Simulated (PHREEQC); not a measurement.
Make-up at 90 °C: 0.025 mol/kgw FeCl3 and 0.003 mol/kgw CuCl2. Closed to the air; pH follows from the charge balance.

Equilibrium calculation in PHREEQC: ion-association model, phreeqc.dat.

Each row changes one thing in this solution. No solid was allowed to form.

```json
[
 {"case": "as made", "pH": "1.88", "ionic strength (mol/kgw)": "0.113", "Cl- (mol/kgw)": "0.0721", "FeOH+2 (mol/kgw)": "0.00933", "FeCl+2 (mol/kgw)": "0.00714", "Fe2(OH)2+4 (mol/kgw)": "0.00281", "SI of Goethite (FeOOH)": "+4.95", "SI of Hematite (Fe2O3)": "+12.16"},
 {"case": "diluted 2-fold with water", "pH": "2.05", "ionic strength (mol/kgw)": "0.0559", "Cl- (mol/kgw)": "0.0379", "FeOH+2 (mol/kgw)": "0.00677", "FeCl+2 (mol/kgw)": "0.00195", "Fe2(OH)2+4 (mol/kgw)": "0.000951", "SI of Goethite (FeOOH)": "+5.27", "SI of Hematite (Fe2O3)": "+12.79"},
 {"case": "CuCl2 replaced by CaCl2 at the same molality", "pH": "1.88", "ionic strength (mol/kgw)": "0.116", "Cl- (mol/kgw)": "0.0736", "FeOH+2 (mol/kgw)": "0.00927", "FeCl+2 (mol/kgw)": "0.00719", "Fe2(OH)2+4 (mol/kgw)": "0.00282", "SI of Goethite (FeOOH)": "+4.95", "SI of Hematite (Fe2O3)": "+12.15"},
 {"case": "diluted 5-fold with water", "pH": "2.31", "ionic strength (mol/kgw)": "0.0211", "Cl- (mol/kgw)": "0.0158", "FeOH+2 (mol/kgw)": "0.00328", "FeCl+2 (mol/kgw)": "0.000236", "Fe2(OH)2+4 (mol/kgw)": "0.000122", "SI of Goethite (FeOOH)": "+5.59", "SI of Hematite (Fe2O3)": "+13.43"},
 {"case": "FeCl3 from 0.025 to 0.0275 mol/kgw", "pH": "1.85", "ionic strength (mol/kgw)": "0.124", "Cl- (mol/kgw)": "0.0783", "FeOH+2 (mol/kgw)": "0.00966", "FeCl+2 (mol/kgw)": "0.00838", "Fe2(OH)2+4 (mol/kgw)": "0.00316", "SI of Goethite (FeOOH)": "+4.90", "SI of Hematite (Fe2O3)": "+12.06"}
]
```

Some of these states are supersaturated (in Hematite (slow to form), Goethite (slow to form), for instance). At this temperature some constants are extrapolated from 25 °C, and those without enthalpy data are left unchanged.
